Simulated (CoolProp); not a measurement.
Saturation properties of n-decane.

Values from CoolProp's reference Helmholtz-energy equation of state, Lemmon 2006. It is a short technical equation, of lower accuracy than the large ones.

```tsv
T (K)	p (bar)	liquid density (kg/m³)	enthalpy of vaporisation (kJ/kg)	vapour viscosity (µPa s)	liquid conductivity (mW/(m K))
428.2	0.6076	621.1	288.4	7.41	98.8
433.4	0.7024	616.5	285.2	7.49	97.7
438.6	0.8085	611.8	281.9	7.57	96.7
443.7	0.9245	607.2	278.7	7.65	95.6
448.9	1.056	602.4	275.3	7.74	94.6
454	1.199	597.6	272.0	7.82	93.6
459.2	1.359	592.7	268.5	7.90	92.6
464.3	1.533	587.9	265.0	7.99	91.7
469.5	1.727	582.8	261.4	8.08	90.7
474.7	1.940	577.7	257.7	8.16	89.8
479.8	2.167	572.5	254.0	8.25	88.8
```

It boils at 447.3 K under 1 atm.

Viscosity comes from a separate model (Huber 2004). Thermal conductivity comes from a separate model (Huber 2005).
